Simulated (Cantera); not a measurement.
A Cantera script and what it prints.

```python
import numpy as np
import cantera as ct

gas_names = """
    F F2 H HF H2 H2F2 H3F3 H4F4 H5F5 H6F6 H7F7 Si SiF SiF2 SiF3 SiF4 SiH SiHF3 SiH2 SiH2F2 SiH3 SiH3F
    SiH4 Si2 Si3
""".split()
cond_names = """
    Si(cr) Si(L)
""".split()


# ... load() reads the species with a 1 bar reference pressure and builds the phases ...
atoms = {
    'Si': {'Si': 1},
    'F2': {'F': 2},
    'H2': {'H': 2},
}
top_T = {}  # K; cautious upper limits of use, not melting points


# ... equilibrate(T, P, feed) seeds the gas with the atoms and calls Mixture.equilibrate('TP', solver="vcs", rtol=1e-11, max_steps=5000) ...
results = []
T = 773.15  # K
P = 2.4  # Pa
for m in [0.75, 0.85, 0.96, 1.1, 1.2, 1.4, 1.6, 1.8, 2.1, 2.3, 2.7, 3, 3.4]:
    feed = {'Si': 1, 'F2': m, 'H2': 1.3}  # mol
    mix = equilibrate(T, P, feed)
    results.append((T, P, feed, dict(zip(mix.species_names, mix.species_moles))))
    x = sorted(zip(gas.X, gas.species_names), reverse=True)
    print(f"T = {T:g} K  P = {P:g} Pa  n(F2) = {m:g} mol  gas = {mix.phase_moles(0):.4g} mol")
    print("   x: " + "  ".join(f"{s} {v:.3e}" for v, s in x if v > 1e-06))
    print("   condensed (mol): " + ("  ".join(f"{mix.phase(i).name} {mix.phase_moles(i):.4g}"
          for i in range(1, mix.n_phases) if mix.phase_moles(i) > 1e-12) or "none"))
```

Output:

```
T = 773.15 K  P = 2.4 Pa  n(F2) = 0.75 mol  gas = 1.674 mol
   x: H2 7.756e-01  SiF4 2.228e-01  SiHF3 1.575e-03  SiF3 3.619e-05  SiH2F2 6.760e-06  HF 1.886e-06
   condensed (mol): Si(cr) 0.6243
T = 773.15 K  P = 2.4 Pa  n(F2) = 0.85 mol  gas = 1.724 mol
   x: H2 7.531e-01  SiF4 2.452e-01  SiHF3 1.668e-03  SiF3 3.889e-05  SiH2F2 6.886e-06  HF 1.904e-06
   condensed (mol): Si(cr) 0.5743
T = 773.15 K  P = 2.4 Pa  n(F2) = 0.96 mol  gas = 1.779 mol
   x: H2 7.298e-01  SiF4 2.684e-01  SiHF3 1.757e-03  SiF3 4.162e-05  SiH2F2 6.982e-06  HF 1.917e-06
   condensed (mol): Si(cr) 0.5192
T = 773.15 K  P = 2.4 Pa  n(F2) = 1.1 mol  gas = 1.849 mol
   x: H2 7.021e-01  SiF4 2.960e-01  SiHF3 1.855e-03  SiF3 4.479e-05  SiH2F2 7.054e-06  HF 1.927e-06
   condensed (mol): Si(cr) 0.4491
T = 773.15 K  P = 2.4 Pa  n(F2) = 1.2 mol  gas = 1.899 mol
   x: H2 6.836e-01  SiF4 3.145e-01  SiHF3 1.915e-03  SiF3 4.687e-05  SiH2F2 7.078e-06  HF 1.930e-06
   condensed (mol): Si(cr) 0.3991
T = 773.15 K  P = 2.4 Pa  n(F2) = 1.4 mol  gas = 1.999 mol
   x: H2 6.493e-01  SiF4 3.486e-01  SiHF3 2.016e-03  SiF3 5.064e-05  SiH2F2 7.079e-06  HF 1.930e-06
   condensed (mol): Si(cr) 0.299
T = 773.15 K  P = 2.4 Pa  n(F2) = 1.6 mol  gas = 2.099 mol
   x: H2 6.183e-01  SiF4 3.795e-01  SiHF3 2.097e-03  SiF3 5.397e-05  SiH2F2 7.034e-06  HF 1.924e-06
   condensed (mol): Si(cr) 0.1989
T = 773.15 K  P = 2.4 Pa  n(F2) = 1.8 mol  gas = 2.199 mol
   x: H2 5.901e-01  SiF4 4.076e-01  SiHF3 2.162e-03  SiF3 5.694e-05  SiH2F2 6.958e-06  HF 1.914e-06
   condensed (mol): Si(cr) 0.09877
T = 773.15 K  P = 2.4 Pa  n(F2) = 2.1 mol  gas = 2.4 mol
   x: H2 5.000e-01  SiF4 4.167e-01  HF 8.333e-02
   condensed (mol): none
T = 773.15 K  P = 2.4 Pa  n(F2) = 2.3 mol  gas = 2.6 mol
   x: H2 3.846e-01  SiF4 3.846e-01  HF 2.308e-01
   condensed (mol): none
T = 773.15 K  P = 2.4 Pa  n(F2) = 2.7 mol  gas = 3 mol
   x: HF 4.667e-01  SiF4 3.333e-01  H2 2.000e-01
   condensed (mol): none
T = 773.15 K  P = 2.4 Pa  n(F2) = 3 mol  gas = 3.3 mol
   x: HF 6.061e-01  SiF4 3.030e-01  H2 9.091e-02
   condensed (mol): none
T = 773.15 K  P = 2.4 Pa  n(F2) = 3.4 mol  gas = 3.793 mol
   x: HF 6.855e-01  SiF4 2.637e-01  F 4.884e-02  F2 1.945e-03
   condensed (mol): none
```

Method: chemical equilibrium by Gibbs-energy minimisation in Cantera with the NASA 1993 tables (ideal gas, pure condensed phases). The tables' values for SiF3 are old estimates; treat these amounts as uncertain.
